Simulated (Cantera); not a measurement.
## Equilibrium for roasting and sulfation: MgCO3 + H2S + O2

Feed: 1 mol MgCO3, 0.28 mol H2S, 0.31 mol O2, held at 1330 Pa.

These are equilibrium values from Cantera (NASA tables, ideal gas, pure condensed phases), not measurements of a reactor. Candidate condensed phases: C, C6H6, C7H8, C8H18, H2O, H2SO4, Mg, MgCO3, MgO, Mg(OH)2, MgS, MgSO4, S; 130 gas species. Rates play no part.

| T (K) | x CO2 | x SO2 | x H2O | x CO | x S2 | x H2 | n MgO(s) |
|---|---|---|---|---|---|---|---|
| 1300 | 0.595 | 0.145 | 0.172 | 0.0579 | 0.0172 | 0.00948 | 1.00 |
| 1350 | 0.578 | 0.152 | 0.170 | 0.0726 | 0.0133 | 0.0109 | 1.00 |
| 1400 | 0.561 | 0.159 | 0.168 | 0.0871 | 0.00946 | 0.0121 | 1.00 |
| 1450 | 0.545 | 0.165 | 0.167 | 0.100 | 0.00606 | 0.0129 | 1.00 |
| 1500 | 0.533 | 0.170 | 0.167 | 0.110 | 0.00342 | 0.0133 | 1.00 |
| 1550 | 0.525 | 0.173 | 0.166 | 0.117 | 0.00171 | 0.0133 | 1.00 |
| 1600 | 0.520 | 0.175 | 0.167 | 0.121 | 0.000786 | 0.0129 | 1.00 |
| 1650 | 0.518 | 0.175 | 0.167 | 0.123 | 0.000351 | 0.0124 | 1.000 |
| 1700 | 0.517 | 0.175 | 0.168 | 0.125 | 0.000158 | 0.0118 | 1.000 |
| 1750 | 0.516 | 0.175 | 0.168 | 0.125 | 7.34e-5 | 0.0113 | 1.000 |
x: gas mole fraction; n: condensed amount in mol.

From 1300 K to 1750 K the condensed part is MgO(s).
